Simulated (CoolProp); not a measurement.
Vapour pressure (MPa) of R124: the reference equation beside estimates from Tc = 395.4 K, pc = 3.624 MPa, ω = 0.288.

Model: reference Helmholtz-energy equation of state, de Vries 1995, in CoolProp.

```json
[
 {"T (K)": "256.9", "reference": "0.08437", "van der Waals": "___", "Redlich-Kwong": "0.1633", "Soave-Redlich-Kwong": "0.08395", "Peng-Robinson": "0.08460"},
 {"T (K)": "273.9", "reference": "0.1677", "van der Waals": "___", "Redlich-Kwong": "0.2898", "Soave-Redlich-Kwong": "0.1675", "Peng-Robinson": "0.1672"},
 {"T (K)": "291", "reference": "0.3049", "van der Waals": "0.9333", "Redlich-Kwong": "0.4768", "Soave-Redlich-Kwong": "___", "Peng-Robinson": "0.3033"},
 {"T (K)": "308", "reference": "___", "van der Waals": "1.226", "Redlich-Kwong": "0.7348", "Soave-Redlich-Kwong": "0.5167", "Peng-Robinson": "0.5106"},
 {"T (K)": "325", "reference": "0.8136", "van der Waals": "1.572", "Redlich-Kwong": "1.077", "Soave-Redlich-Kwong": "0.8222", "Peng-Robinson": "0.8112"},
 {"T (K)": "342.1", "reference": "1.232", "van der Waals": "1.977", "Redlich-Kwong": "1.517", "Soave-Redlich-Kwong": "1.248", "Peng-Robinson": "1.232"},
 {"T (K)": "359.1", "reference": "1.789", "van der Waals": "2.437", "Redlich-Kwong": "2.061", "Soave-Redlich-Kwong": "1.815", "Peng-Robinson": "1.795"},
 {"T (K)": "376.1", "reference": "2.520", "van der Waals": "2.957", "Redlich-Kwong": "2.721", "Soave-Redlich-Kwong": "2.550", "Peng-Robinson": "___"}
]
```

Problem. Some entries are withheld; supply them.

Solution. 
- 256.9, van der Waals: 0.4910
- 273.9, van der Waals: 0.6884
- 291, Soave-Redlich-Kwong: 0.3058
- 308, reference: 0.5132
- 376.1, Peng-Robinson: 2.532

Absolute difference from the reference over all 8 rows, mean and median: van der Waals 168.1 and 116.1 %, Redlich-Kwong 43.1 and 37.8 %, Soave-Redlich-Kwong 0.8 and 0.9 %, Peng-Robinson 0.3 and 0.3 %.
